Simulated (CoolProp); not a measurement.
Vapour-liquid equilibrium of acetone (1) + methanol (2) at 35.15 °C; x and y are mole fractions of (1).

Values from CoolProp's multi-fluid Helmholtz-energy mixture model, Lemmon 2006 and de Reuck 1993; pair parameters Bell 2016.

| x | bubble pressure (kPa) | y at the bubble point | dew pressure at overall composition x (kPa) | liquid density (mol/L) |
|---|---|---|---|---|
| 0.05 | 31.19 | 0.136 | 29.26 | 23.35 |
| 0.2 | 37.46 | 0.372 | 32.76 | 20.99 |
| 0.35 | 41.35 | 0.507 | 36.83 | 19.02 |
| 0.5 | 43.99 | 0.611 | 41.15 | 17.35 |
| 0.65 | 45.82 | 0.710 | 44.80 | 15.92 |
| 0.8 | 46.91 | 0.817 | 46.80 | 14.70 |
| 0.95 | 47.04 | 0.947 | 47.03 | 13.64 |

y crosses x between x = 0.8 and 0.95: the model has an azeotrope there.

The pair parameters rest on a limited set of measurements; away from them the model extrapolates.
